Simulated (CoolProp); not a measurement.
Vapour-liquid equilibrium of R22 (1) + R114 (2) at 9.73 bar; x and y are mole fractions of (1).

Model: multi-fluid Helmholtz-energy mixture model, Kamei 1995 and Platzer 1990; pair parameters Bell 2016, in CoolProp. This equation is an older, rougher fit; its heat capacities, sound speeds and derivatives of the liquid may be far off and weren't checked against measurements.

```csv
x,"bubble temperature, mixture model (K)","bubble temperature, Raoult's law (K)","y, mixture model","y, Raoult's law"
0.05,347.3,349.0,0.170,0.173
0.15,335.1,338.6,0.407,0.420
0.25,326.3,330.2,0.556,0.585
0.35,?,323.3,0.657,0.701
0.45,314.6,317.3,0.733,0.785
0.55,310.3,312.2,0.795,0.848
0.65,?,307.8,0.848,0.896
0.75,303.1,303.8,0.895,0.934
0.85,?,300.2,?,0.965
0.95,297.0,297.1,?,0.989
```

**Question.** What belongs in the gaps?

**Answer.** 
- 0.35, bubble temperature, mixture model (K): 319.8
- 0.65, bubble temperature, mixture model (K): 306.5
- 0.85, bubble temperature, mixture model (K): 299.9
- 0.85, y, mixture model: 0.939
- 0.95, y, mixture model: 0.980

The largest gap from Raoult's law is -3.9 K in bubble temperature, at x = 0.25. No azeotrope shows between x = 0.05 and 0.95.

Pair parameters are fitted to limited data, so mixtures are less certain than the pure fluids.
